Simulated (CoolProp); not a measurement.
Vapour-liquid equilibrium of benzene (1) + n-octane (2) at 5.08 bar; x and y are mole fractions of (1).

The numbers come from the multi-fluid Helmholtz-energy mixture model, Thol 2012 and Beckmüller 2019; pair parameters Bell 2016 in CoolProp.

```json
[
 {"x": "0.05", "bubble temperature (K)": "464.5", "y at the bubble point": "0.112", "dew temperature at overall composition x (K)": "466.9", "liquid density (mol/L)": "4.849"},
 {"x": "0.125", "bubble temperature (K)": "458.3", "y at the bubble point": "0.262", "dew temperature at overall composition x (K)": "464.0", "liquid density (mol/L)": "5.091"},
 {"x": "0.2", "bubble temperature (K)": "452.5", "y at the bubble point": "0.390", "dew temperature at overall composition x (K)": "461.0", "liquid density (mol/L)": "5.344"},
 {"x": "0.275", "bubble temperature (K)": "447.2", "y at the bubble point": "0.497", "dew temperature at overall composition x (K)": "457.8", "liquid density (mol/L)": "5.610"},
 {"x": "0.35", "bubble temperature (K)": "442.5", "y at the bubble point": "0.585", "dew temperature at overall composition x (K)": "454.4", "liquid density (mol/L)": "5.889"},
 {"x": "0.425", "bubble temperature (K)": "438.2", "y at the bubble point": "0.660", "dew temperature at overall composition x (K)": "450.8", "liquid density (mol/L)": "6.185"},
 {"x": "0.5", "bubble temperature (K)": "434.4", "y at the bubble point": "0.722", "dew temperature at overall composition x (K)": "447.1", "liquid density (mol/L)": "6.501"},
 {"x": "0.575", "bubble temperature (K)": "431.0", "y at the bubble point": "0.776", "dew temperature at overall composition x (K)": "443.1", "liquid density (mol/L)": "6.840"},
 {"x": "0.65", "bubble temperature (K)": "428.0", "y at the bubble point": "0.823", "dew temperature at overall composition x (K)": "438.8", "liquid density (mol/L)": "7.207"},
 {"x": "0.725", "bubble temperature (K)": "425.2", "y at the bubble point": "0.865", "dew temperature at overall composition x (K)": "434.3", "liquid density (mol/L)": "7.605"},
 {"x": "0.8", "bubble temperature (K)": "422.6", "y at the bubble point": "0.904", "dew temperature at overall composition x (K)": "429.5", "liquid density (mol/L)": "8.042"},
 {"x": "0.875", "bubble temperature (K)": "420.3", "y at the bubble point": "0.941", "dew temperature at overall composition x (K)": "424.5", "liquid density (mol/L)": "8.524"},
 {"x": "0.95", "bubble temperature (K)": "418.0", "y at the bubble point": "0.976", "dew temperature at overall composition x (K)": "419.7", "liquid density (mol/L)": "9.058"}
]
```

No azeotrope shows between x = 0.05 and 0.95.

Pair parameters are fitted to limited data, so mixtures are less certain than the pure fluids.
